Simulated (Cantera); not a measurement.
Charge: 1 mol CCl4, 1.8 mol H2, at 2350 K and 6.08 Torr.

Method: chemical equilibrium by Gibbs-energy minimisation in Cantera with the NASA 1993 tables (ideal gas, pure condensed phases). Candidate condensed phases: C, C6H6, C7H8, C8H18; 91 gas species. Equilibrium is a limit: real reactors are often held back by kinetics, nucleation or transport.

Base state: HCl 0.647, Cl 0.254, H2 0.0640, H 0.0351, C2H2 (acetylene) 0.000353, Cl2 9.77e-5, C2HCl 3.16e-5 (mole fractions); condensed: C(graphite).

**Question.** What changes in the equilibrium state with this change: CCl4 replaced by CF4?

**Answer.** 
```json
[
 {"species": "HF", "before": "0", "after": "0.913"},
 {"species": "F", "before": "0", "after": "0.0713"},
 {"species": "CF2", "before": "0", "after": "0.0143"},
 {"species": "HCl", "before": "0.647", "after": "0"},
 {"species": "Cl", "before": "0.254", "after": "0"},
 {"species": "H2", "before": "0.0640", "after": "5.99e-6"},
 {"species": "H", "before": "0.0351", "after": "0.000339"},
 {"species": "CF", "before": "0", "after": "0.00142"},
 {"species": "CF4", "before": "0", "after": "9.78e-5"},
 {"species": "Cl2", "before": "9.77e-5", "after": "0"},
 {"species": "C(graphite), mol", "before": "0.996", "after": "0.937"}
]
```
